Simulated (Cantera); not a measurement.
Cu + F2 + H2 (aluminium and copper etching)

Charge: 1 mol Cu, 7.3 mol F2, 0.46 mol H2, equilibrated at 1023 K and 13.3 mbar.

Equilibrium computed with Cantera from the NASA thermochemical tables; the gas is ideal and each condensed phase is pure. Candidate condensed phases: Cu, CuF2; 15 gas species. Rates play no part.

- x(F) = 0.592
- x(F2) = 0.311
- x(HF) = 0.0956
- x(CuF2) = 0.00178
- n(CuF2(s)) = 0.983 mol
- gas amount = 9.626 mol
- log10 activity of Cu(s) (absent) = -17.30
